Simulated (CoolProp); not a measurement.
Properties of hexamethyldisiloxane (MM) along the isotherm 346.85 °C.

Computed with CoolProp (reference Helmholtz-energy equation of state, Thol 2016).

```
p (MPa)          phase  density (kg/m³)  speed of sound (m/s)
-------  -------------  ---------------  --------------------
0.402              gas            13.18                 173.6
0.805              gas            27.53                 167.0
1.21               gas            43.27                 160.5
1.61               gas            60.23                 154.5
2.01     supercritical            78.74                 149.1
2.41     supercritical            98.87                 144.1
2.82     supercritical            121.3                 139.7
3.22     supercritical            144.9                 136.1
3.62     supercritical            170.3                 133.4
4.02     supercritical            197.0                 132.3
4.43     supercritical            224.8                 133.7
4.83     supercritical            251.2                 138.0
```
